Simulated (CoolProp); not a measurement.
A Linde-Hampson liquefier for ethane: isothermal reversible compression at 320 K from 1 atm to 20 MPa, throttling to 1 atm, return gas leaving the recuperator 10 K below the feed. Each further row changes one setting.

Model: reference Helmholtz-energy equation of state, Bücker 2006, in CoolProp.

```tsv
case	liquid yield per pass	compression work (kJ/kg of gas)
as stated	0.451	366
high pressure 40 MPa	0.446	414
warm-end temperature 350 K	0.364	429
warm-end gap 15 K	0.444	366
```
